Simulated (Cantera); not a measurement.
Charge: 1 mol Si, 1.7 mol Cl₂, 18 mol H₂, at 5.50 Pa.

These are equilibrium values from Cantera (NASA tables, ideal gas, pure condensed phases), not measurements of a reactor. Candidate condensed phases: Si; 19 gas species. The tables' values for SiCl₃ are old estimates; treat these amounts as uncertain. Kinetics and transport are ignored. All values below are at 898 K.

Base state: H₂ 0.925, HCl 0.0385, SiCl₄ 0.0314, SiCl₂ 0.00217, SiHCl₃ 0.00210, SiCl₃ 0.00119, SiH₂Cl₂ 1.33e-5 (mole fractions); condensed: Si(s).

Problem. What changes in the equilibrium state with this change: Cl₂ from 1.7 to 4.2 mol?

Solution. 
| species | before | after |
|---|---|---|
| H₂ | 0.925 | 0.744 |
| HCl | 0.0385 | 0.208 |
| SiCl₄ | 0.0314 | 0.0463 |
| SiH₂Cl₂ | 1.33e-5 | 4.33e-7 |
| SiCl₂ | 0.00217 | 8.78e-5 |
| SiHCl₃ | 0.00210 | 0.000460 |
| Si(s), mol | 0.297 | 0 |
